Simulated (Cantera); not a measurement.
Chemical vapour transport: TiO2 + HCl + O2

Feed: 1 mol TiO2, 1.7 mol HCl, a varied amount of O2, at 1148.15 K and 930000 Pa.

Method: chemical equilibrium by Gibbs-energy minimisation in Cantera with the NASA 1993 tables (ideal gas, pure condensed phases). Candidate condensed phases: H2O, Ti, TiCl2, TiCl3, TiCl4, TiO, TiO2, Ti2O3, Ti3O5, Ti4O7; 23 gas species. Condensed phases not in the tables: TiOCl. Gases not in the tables: TiO(OH)2. Rates play no part.

```
n(O2) (mol)  x HCl   x H2O   x Cl2      x O2   x TiCl4  n TiO2(rutile)
-----------  -----  ------  ------  --------  --------  --------------
0.012        0.963  0.0202  0.0141   5.59e-7   0.00303           0.995
0.019        0.950  0.0259  0.0223   2.42e-6   0.00175           0.997
0.03         0.927  0.0369  0.0352   1.34e-5  0.000784           0.999
0.048        0.886  0.0568  0.0562   9.73e-5  0.000276           1.000
0.076        0.823  0.0880  0.0877  0.000764   8.56e-5           1.000
0.12         0.736   0.129   0.129   0.00559   2.53e-5           1.000
0.19         0.642   0.166   0.165    0.0260   8.96e-6           1.000
0.3          0.558   0.185   0.185    0.0712   4.08e-6           1.000
0.47         0.479   0.189   0.189     0.142   2.13e-6           1.000
```
x: gas mole fraction; n: condensed amount in mol.

From 0.012 mol O2 to 0.47 mol O2 the condensed part is TiO2(rutile).
